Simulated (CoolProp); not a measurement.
Vapour-liquid equilibrium of ethanol (1) + o-xylene (2) at 392.7 K; x and y are mole fractions of (1).

The numbers come from the multi-fluid Helmholtz-energy mixture model, Schroeder 2014 and Zhou 2012; pair parameters Bell 2016 in CoolProp.

Question: Give the bubble pressure and the first vapour's composition at x = 0.05, 0.2, 0.95. Is there an azeotrope?

Answer: x = 0.05: 1.202 bar, y = 0.591; x = 0.2: 2.416 bar, y = 0.810; x = 0.95: 4.093 bar, y = 0.978. No azeotrope shows between x = 0.05 and 0.95.

Pair parameters are fitted to limited data, so mixtures are less certain than the pure fluids. With so large a gap from Raoult's law the liquid may split in two, which this calculation doesn't test in full.
